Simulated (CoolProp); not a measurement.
Vapour pressure (MPa) of R1123: the reference equation beside estimates from Tc = 331.7 K, pc = 4.549 MPa, ω = 0.243. Clausius-Clapeyron is anchored at 253.7 K with a constant enthalpy of vaporisation of 15.73 kJ/mol.

Values from CoolProp's reference Helmholtz-energy equation of state, Akasaka 2020.

```csv
T (K),reference,Lee-Kesler,Clausius-Clapeyron,van der Waals,Peng-Robinson
244.4,0.4204,0.4220,0.4413,1.178,0.4185
247.5,0.4711,0.4731,0.4862,1.253,0.4690
250.6,0.5262,0.5287,0.5344,1.330,0.5240
253.7,0.5860,0.5891,0.5860,1.411,0.5838
256.8,0.6508,0.6544,0.6412,1.495,0.6486
259.9,0.7208,0.7249,0.7001,1.582,0.7187
263,0.7962,0.8009,0.7628,1.672,0.7944
266.1,0.8774,0.8825,0.8294,1.766,0.8759
269.2,0.9647,0.9702,0.9002,1.862,0.9635
272.3,1.058,1.064,0.9752,1.962,1.058
275.4,1.158,1.164,1.054,2.065,1.158
278.5,1.265,1.272,1.138,2.172,1.266
```

Absolute difference from the reference over all 12 rows, mean and median: Lee-Kesler 0.5 and 0.6 %, Clausius-Clapeyron 4.8 and 4.6 %, van der Waals 119.1 and 114.7 %, Peng-Robinson 0.2 and 0.3 %.
